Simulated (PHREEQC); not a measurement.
KOH is added in steps, without added water, to 1 kg of water holding 0.0046 mol/kgw K2CO3, 0.1 mol/kgw K2SO4 and 0.0029 mol/kgw CO2, at 5.7 °C. Oxygen is held at 0.21 atm. CO2 from the air is kept out. Nothing may precipitate in this run.

Base run: PHREEQC, ion-association model, wateq4f.dat. Each further column changes one thing. The table gives pH.

```
KOH added (mol)   base  all activity coefficients set to 1  Davies equation for every ion  Debye-Hückel limiting law  database phreeqc.dat
---------------  -----  ----------------------------------  -----------------------------  -------------------------  --------------------
0                 9.61                               10.01                           9.62                       9.21                  9.61
0.00054           9.77                               10.17                           9.78                       9.36                  9.77
0.001215          9.94                               10.34                           9.96                       9.54                  9.94
0.001755         10.06                               10.46                          10.08                       9.66                 10.06
0.00243          10.22                               10.61                          10.23                       9.81                 10.22
0.00297          10.34                               10.74                          10.36                       9.94                 10.34
0.003645         10.51                               10.90                          10.53                      10.11                 10.51
0.004185         10.66                               11.04                          10.68                      10.27                 10.66
0.00486          10.88                               11.23                          10.90                      10.51                 10.88
0.0054           11.09                               11.41                          11.11                      10.77                 11.09
```

Constants without temperature data keep their 25 °C values here. phreeqc.dat and wateq4f.dat share most of their constants, so their agreement is no independent check.
